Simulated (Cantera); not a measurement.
A freely propagating, adiabatic, planar premixed flame of H₂ : O₂ : N₂ : H₂O = 1 : 1 : 3.76 : 1 (molar parts), unburnt at 675 K and 1050 Torr; multicomponent+Soret transport, grid criteria slope 0.08 and curve 0.16, no radiation.

Model: the H2/O2 subset of GRI-Mech 3.0, which has no nitrogen chemistry, integrated in Cantera. Burning velocities carry a grid error of a few per cent, more on coarse grids. Lean hydrogen flames are cellular in practice and burn faster than this planar one.

Problem. Predict: laminar burning velocity; thermal thickness; peak x(HO₂); peak x(OH); peak x(H₂O₂).

Solution. 
| Item | Result |
|---|---|
| laminar burning velocity | 166 cm/s |
| thermal thickness | 0.312 mm |
| peak x(HO₂) | 0.000402 |
| peak x(OH) | 0.00497 |
| peak x(H₂O₂) | 7.24e-5 |
